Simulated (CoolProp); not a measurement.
Values from CoolProp's reference Helmholtz-energy equation of state, Platzer 1990. This equation is an older, rougher fit; its heat capacities, sound speeds and derivatives of the liquid may be far off and weren't checked against measurements.

Q: For CF4 (R14), give the phase and the conductivity (mW/(m K)), Prandtl number at 232.7 K and 0.106 MPa; 232.7 K and 0.188 MPa; 232.7 K and 3.35 MPa.

A: 
- 232.7 K and 0.106 MPa: gas; conductivity 11.0, Prandtl number 0.749
- 232.7 K and 0.188 MPa: gas; conductivity 11.0, Prandtl number 0.754
- 232.7 K and 3.35 MPa: gas; conductivity 16.3, Prandtl number 1.45

Viscosity comes from a separate model (Huber 2003), an estimate that may be off by 10 % or more. Thermal conductivity comes from a separate model (Huber 2003), an estimate that may be off by 10 % or more.
